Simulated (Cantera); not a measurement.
What does this Cantera script print?

```python
import numpy as np
import cantera as ct

gas_names = [...]  # 123 gases of nasa_gas.yaml made of C, H, O, Si
cond_names = """
    C(gr) C6H6(L) C7H8(L) C8H18(L),n-octa H2O(s) H2O(L) Si(cr) Si(L) SiC(b) SiO2(Lqz) SiO2(hqz) SiO2(L)
""".split()


# ... load() reads the species with a 1 bar reference pressure and builds the phases ...
atoms = {
    'SiC': {'Si': 1, 'C': 1},
    'O2': {'O': 2},
    'H2': {'H': 2},
}
top_T = {'C(gr)': 4500, 'SiC(b)': 3050}  # K; cautious upper limits of use, not melting points


# ... equilibrate(T, P, feed) seeds the gas with the atoms and calls Mixture.equilibrate('TP', solver="vcs", rtol=1e-11, max_steps=5000) ...
results = []
feed = {'SiC': 1, 'O2': 0.2, 'H2': 3.5}  # mol
P = 101325  # Pa
for T in [1100, 1250, 1400, 1550, 1700, 1850, 2000]:
    mix = equilibrate(T, P, feed)
    results.append((T, P, feed, dict(zip(mix.species_names, mix.species_moles))))

top = {s: max(r[3][s] / sum(r[3][g] for g in gas_names) for r in results) for s in gas_names}
cols = sorted((s for s in top if top[s] > 0.0001), key=lambda s: -top[s])[:6]
seen = [c for c in cond_names if any(r[3].get(c, 0) > 1e-12 for r in results)]
print("log10 of partial pressures in bar; condensed amounts in mol")
print(f"{'T/K':>10s}" + "".join(f"{s[:9]:>10s}" for s in cols + seen))
for T, P, feed, n in results:
    ng = sum(n[g] for g in gas_names)
    print(f"{T:10.4g}" + "".join(f"{np.log10(max(n[s] / ng * P / 1e5, 1e-99)):10.3f}" for s in cols)
          + "".join(f"{n.get(c, 0):10.4g}" for c in seen))
```

It prints:

```
log10 of partial pressures in bar; condensed amounts in mol
       T/K        H2        CO       SiO       CH4         H       H2O     C(gr)    SiC(b) SiO2(hqz)   SiO2(L)
      1100    -0.009    -5.462    -9.169    -1.464    -7.592    -6.519   0.08507       0.8       0.2         0
      1250     0.001    -3.738    -6.994    -1.957    -6.315    -5.560    0.1613    0.8003    0.1997         0
      1400     0.002    -2.391    -5.294    -2.360    -5.312    -4.818    0.1639     0.807     0.193         0
      1550    -0.011    -1.441    -3.888    -2.800    -4.507    -4.282         0    0.8647    0.1349         0
      1700    -0.013    -1.421    -2.484    -3.648    -3.838    -4.087         0    0.8625         0    0.1256
      1850    -0.036    -1.305    -1.361    -4.326    -3.287    -3.922         0    0.8115         0   0.02287
      2000    -0.042    -1.285    -1.285    -4.472    -2.810    -4.243         0    0.7998         0         0
```

Equilibrium computed with Cantera from the NASA thermochemical tables; the gas is ideal and each condensed phase is pure. Mutual solubility and eutectic melting of coexisting phases are not modelled. The tables hold silica as quartz up to 1696 K and as liquid above; real silica turns to tridymite and cristobalite and melts near 1996 K. Gases not in the tables: Si2H6 and higher silanes.
